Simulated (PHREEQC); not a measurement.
Solution (25 °C): 19 mmol/kgw HCl, 0.13 mmol/kgw ZnSO4 and 3.6 mmol/kgw MgSO4. Closed to the air; pH follows from the charge balance.

The numbers come from PHREEQC with the ion-association model, phreeqc.dat.

### Question
The ionic strength comes out as 0.0291 mol/kgw. What activity coefficients do Zn+2, Cl-, H+, HSO4-, SO4-2 get?

### Answer
Zn+2 0.53, Cl- 0.85, H+ 0.87, HSO4- 0.85, SO4-2 0.53.

This is a speciation only: nothing precipitates in the calculation.
